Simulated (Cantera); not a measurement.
Feed: 1 mol SiHCl3, 0.035 mol HCl, 52 mol H2, at 10.5 Torr.

Method: chemical equilibrium by Gibbs-energy minimisation in Cantera with the NASA 1993 tables (ideal gas, pure condensed phases). Candidate condensed phases: Si; 19 gas species. The tables' values for SiCl are old estimates; treat these amounts as uncertain. Gases not in the tables: Si2H6 and higher silanes. Kinetics and transport are ignored. All values below are at 1827 °C.

Base state: H2 0.914, HCl 0.0439, H 0.0252, Si 0.00953, SiCl2 0.00452, SiCl 0.000973, Cl 0.000890, SiH 0.000585 (mole fractions); condensed: Si(l).

Question: What changes in the equilibrium state with this change: SiHCl3 replaced by Si(CH3)4?

Answer: 
```json
[
 {"species": "H2", "before": "0.914", "after": "0.971"},
 {"species": "H", "before": "0.0252", "after": "0.0260"},
 {"species": "C2H2 (acetylene)", "before": "0", "after": "0.00140"},
 {"species": "HCl", "before": "0.0439", "after": "0.000582"},
 {"species": "Si", "before": "0.00953", "after": "0.000743"},
 {"species": "SiCl2", "before": "0.00452", "after": "5.82e-8"},
 {"species": "SiC2", "before": "0", "after": "4.79e-5"},
 {"species": "Si2C", "before": "0", "after": "3.04e-5"},
 {"species": "Si3", "before": "2.54e-5", "after": "1.20e-8"},
 {"species": "Si(l), mol", "before": "0.109", "after": "0"},
 {"species": "C(graphite), mol", "before": "0", "after": "2.88"},
 {"species": "SiC(s), mol", "before": "0", "after": "0.946"}
]
```
Further candidate phases: C, C6H6, C7H8, C8H18, SiC.
